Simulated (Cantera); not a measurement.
A perfectly stirred reactor is fed with CH4 : CO : O2 : N2 = 1 : 0.28 : 1.65 : 6.19 (molar parts), at 570000 Pa; it is adiabatic with a 400 K inlet, and is followed from long to short residence time, starting on the burning branch (τ in s: 0.11, 0.046, 0.02, 0.0087, 0.0038, 0.0016, 0.00071, 0.00031, 0.00013, 5.9e-05, 2.5e-05).

Cantera simulation using GRI-Mech 3.0 (53 species, 325 reactions); the numbers are that mechanism's predictions, not measurements.

Predict: blow-out, bracketed by the residence times tried; x(CH4) at τ = 0.110 s; x(CO) at τ = 0.110 s; x(O2) at τ = 0.110 s; x(CH2CO) at τ = 0.110 s; x(NO) at τ = 0.110 s; x(CH4) at τ = 1.60 ms; x(CO) at τ = 1.60 ms; x(O2) at τ = 1.60 ms; x(CH2CO) at τ = 1.60 ms; x(NO) at τ = 1.60 ms.


```
Property                                                                        Value
------------------------------------------------  -----------------------------------
blow-out, bracketed by the residence times tried  burning at 0.130 ms, out at 59.0 µs
x(CH4) at τ = 0.110 s                                                         3.91e-5
x(CO) at τ = 0.110 s                                                           0.0684
x(O2) at τ = 0.110 s                                                          4.05e-5
x(CH2CO) at τ = 0.110 s                                                       6.41e-8
x(NO) at τ = 0.110 s                                                         0.000103
x(CH4) at τ = 1.60 ms                                                        0.000471
x(CO) at τ = 1.60 ms                                                           0.0685
x(O2) at τ = 1.60 ms                                                          0.00108
x(CH2CO) at τ = 1.60 ms                                                       2.97e-6
x(NO) at τ = 1.60 ms                                                         0.000209
```
